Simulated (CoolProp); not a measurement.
Values from CoolProp's reference Helmholtz-energy equation of state, Akasaka 2019.

Q: Give the vapour pressure (kPa), liquid density (kg/m³), vapour density (kg/m³), enthalpy of vaporisation (kJ/kg) of saturated R1234ze(Z) at 368.2, 393.2 K.

A: 
```
T (K)  p (kPa)  liquid density (kg/m³)  vapour density (kg/m³)  enthalpy of vaporisation (kJ/kg)
-----  -------  ----------------------  ----------------------  --------------------------------
368.2     1210                    1000                    61.3                               150
393.2     2030                     884                     115                               118
```
